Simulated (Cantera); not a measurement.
# Thermodynamics of silicon etching in halogen gases, feed Si + HCl + N2

Input: 1 mol Si, a varied amount of HCl, 2 mol N2, equilibrated at 425 °C and 30.0 mbar.

These are equilibrium values from Cantera (NASA tables, ideal gas, pure condensed phases), not measurements of a reactor. Candidate condensed phases: NH4Cl, Si, Si3N4; 28 gas species. N2 is the only nitrogen source here; it is nearly inert below about 1500 K, so the nitride shown seldom forms there in practice. Kinetics and transport are ignored.

From 2.4 mol HCl to 5.8 mol HCl the condensed part is Si3N4(s). From 7.3 mol HCl to 28 mol HCl nothing is condensed. The main Si-bearing gas is SiCl4 throughout.

```csv
n(HCl) (mol),log p HCl,log p N2,log p H2,log p SiCl4,log p SiHCl3,n Si3N4(s)
2.4,-2.12,-1.88,-2.21,-2.51,-6.31,0.210
3,-2.09,-1.93,-2.17,-2.47,-6.25,0.177
3.7,-2.08,-1.97,-2.14,-2.44,-6.21,0.138
4.7,-2.06,-2.02,-2.11,-2.41,-6.16,0.0815
5.8,-2.05,-2.06,-2.08,-2.38,-6.12,0.0191
7.3,-1.92,-2.14,-2.14,-2.44,-6.36,0
9.1,-1.82,-2.23,-2.23,-2.53,-6.64,0
11,-1.76,-2.30,-2.30,-2.60,-6.85,0
14,-1.70,-2.40,-2.40,-2.70,-7.10,0
18,-1.66,-2.50,-2.50,-2.80,-7.35,0
22,-1.63,-2.58,-2.58,-2.88,-7.54,0
28,-1.61,-2.68,-2.68,-2.99,-7.77,0
```
log p: log10 of the partial pressure in bar; n: condensed amount in mol.
